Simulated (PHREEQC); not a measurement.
Make-up at 25 °C: 28 mmol/kgw NH4Cl and 13 mmol/kgw KOH. Closed to the air; pH follows from the charge balance.

All values are PHREEQC results (ion-association model, phreeqc.dat), not measurements.

Each row changes one thing in this solution. This is a speciation only: nothing precipitates in the calculation.

| case | pH | ionic strength (mol/kgw) |
|---|---|---|
| as made | 9.26 | 0.0280 |
| NH4Cl left out | 12.06 | 0.0130 |
| KOH left out | 5.47 | 0.0280 |
| temperature from 25 to 20 °C | 9.41 | 0.0280 |
| temperature from 25 to 60 °C | [?] | 0.0280 |
| KOH from 0.013 to 0.026 mol/kgw | 10.37 | [?] |

### Question
Some entries are withheld; supply them.

### Answer

- temperature from 25 to 60 °C, pH: 8.31
- KOH from 0.013 to 0.026 mol/kgw, ionic strength (mol/kgw): 0.0283

Constants without temperature data keep their 25 °C values here.
